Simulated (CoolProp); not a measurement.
Isopentane at several states: density (kg/m³) from the reference equation and from simpler models built on Tc = 187.2 °C, pc = 3378 kPa, ω = 0.227; each cubic takes its own stable root.

Model: reference Helmholtz-energy equation of state, Lemmon 2006, in CoolProp. It is a short technical equation, of lower accuracy than the large ones.

```
T (°C)   p (kPa)   phase  reference
-------  -------  ------  ---------
214.65      39.8     gas     0.7104
63.65       12.8     gas     0.3310
193.25       447     gas      8.707
25.75       18.6     gas     0.5443
-118.65     4950  liquid      751.0
```

Task: How far does each simpler model (van der Waals, Redlich-Kwong, Peng-Robinson) lie from the reference over these 5 states: mean and median of the absolute difference, and the worst?

Result: 
- van der Waals: mean 8.1 %, median 0.3 %, worst -39.2 % at -118.65 °C and 4950 kPa
- Redlich-Kwong: mean 2.0 %, median 0.1 %, worst -9.9 % at -118.65 °C and 4950 kPa
- Peng-Robinson: mean 0.4 %, median 0.1 %, worst +1.3 % at -118.65 °C and 4950 kPa
